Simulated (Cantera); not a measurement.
A closed system holds: 1 mol C2H6, 20 mol H2, 7.6 mol N2.

Method: chemical equilibrium by Gibbs-energy minimisation in Cantera with the NASA 1993 tables (ideal gas, pure condensed phases). Candidate condensed phases: C, C6H6, C7H8, C8H18; 92 gas species. The ideal-gas law is rough above about 30 bar. Equilibrium is a limit: real reactors are often held back by kinetics, nucleation or transport.

Stable condensed phases, one row left out:

```
T in K \ P in Pa
               10      100     1000    10000   100000  1000000 10000000
   2898         A        A        A        A        A        A        A
   2823         A        A        A        A        A        A        A
   2748         A        A        A        A        A        A        A
   2598         A        B        B        B        B        B        A
   2523         A        B        B        B        B        B        B
   2448         B        B        B        B        B        B        B
   2373         B        B        B        B        B        B        B
   2298         B        B        B        B        B        B        B
```

A: gas only; B: C.

### Question
Give the row for 2673 K.

### Answer
10: gas only; 100: gas only; 1000: gas only; 10000: gas only; 100000: gas only; 1000000: gas only; 10000000: gas only.
